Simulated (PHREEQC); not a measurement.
PHREEQC input (Pitzer model, pitzer.dat):

```
SOLUTION 1
  temp 25
  units mol/kgw
  pH 7 charge
  Cl 0.8456
  Na 0.0036
  K 0.058
  Mg 0.29
  Sr 0.059
  Ca 0.043
END
USE solution 1
INCREMENTAL_REACTIONS false
REACTION 1
  H2O -1
  0 9.886 18.011 24.689 30.178 34.689 38.397 41.444
  43.949 46.007 47.699 49.089 50.232 51.172 51.944 moles
EQUILIBRIUM_PHASES 1
  Bischofite 0 0
  Brucite 0 0
  Carnallite 0 0
  Halite 0 0
  Portlandite 0 0
  Sylvite 0 0
  MgCl2_4H2O 0 0
SELECTED_OUTPUT 1
  -reset false
  -pH true
  -pe true
  -ionic_strength true
  -water true
  -activities H2O
  -totals Ca Cl K Mg Na Sr
  -molalities H+ Na+ K+ Mg+2 Ca+2 Sr+2 Cl- OH- MgOH+
  -equilibrium_phases Bischofite Brucite Carnallite Halite Portlandite Sylvite MgCl2_4H2O
PRINT
  -reset false
END
```

Selected output (columns that matter, 14 of 15 rows; water left (kg) added in front):

```
water left (kg)	pH	mu	Ca	Cl	K	Mg	Na	Sr	m_H+	m_Na+	m_K+	la_H2O	Carnallite	Sylvite
1	6.4158	1.2376	0.043	0.8456	0.058	0.29	0.0036	0.059	4.1672e-07	0.0036	0.058	-0.00927	0	0
0.821894	6.3541	1.5058	0.052318	1.0288	0.070569	0.35284	0.0043801	0.071785	4.4872e-07	0.0043801	0.070569	-0.011531	0	0
0.675514	6.2808	1.8321	0.063655	1.2518	0.085861	0.4293	0.0053293	0.087341	4.8651e-07	0.0053293	0.085861	-0.014439	0	0
0.555203	6.1927	2.2291	0.077449	1.523	0.10447	0.52233	0.0064841	0.10627	5.3231e-07	0.0064841	0.10447	-0.018226	0	0
0.456313	6.0858	2.7122	0.094234	1.8531	0.12711	0.63553	0.0078893	0.1293	5.894e-07	0.0078893	0.12711	-0.023231	0	0
0.375043	5.9552	3.2999	0.11465	2.2547	0.15465	0.77324	0.0095989	0.15732	6.6268e-07	0.0095989	0.15465	-0.029947	0	0
0.30824	5.795	4.0151	0.1395	2.7433	0.18817	0.94083	0.011679	0.19141	7.5951e-07	0.011679	0.18817	-0.039101	0	0
0.208215	5.3571	5.9439	0.20652	4.0612	0.27856	1.3928	0.01729	0.28336	1.0742e-06	0.01729	0.27856	-0.0695	0	0
0.171138	5.0622	7.2316	0.25126	4.941	0.33891	1.6945	0.021036	0.34475	1.3352e-06	0.021036	0.33891	-0.094651	0	0
0.140655	4.7034	8.7988	0.30571	6.0119	0.41236	2.0618	0.025595	0.41947	1.7155e-06	0.025595	0.41236	-0.13068	0	0
0.115613	4.2694	10.705	0.37193	7.3141	0.50168	2.5084	0.031138	0.51033	2.2798e-06	0.031138	0.50168	-0.1827	0	0
0.0950203	3.7467	13.024	0.45253	8.899	0.6102	3.052	0.037887	0.62092	3.1305e-06	0.037887	0.6102	-0.2584	0	1.8798e-05
0.0742929	3.333	14.77	0.57879	9.9653	0.30847	3.4312	0.048457	0.79415	3.9141e-06	0.048457	0.30847	-0.32629	0.035083	0
0.0581869	2.7059	17.46	0.739	11.675	0.044447	4.0316	0.06187	1.014	5.3418e-06	0.06187	0.044447	-0.44923	0.055414	0
```
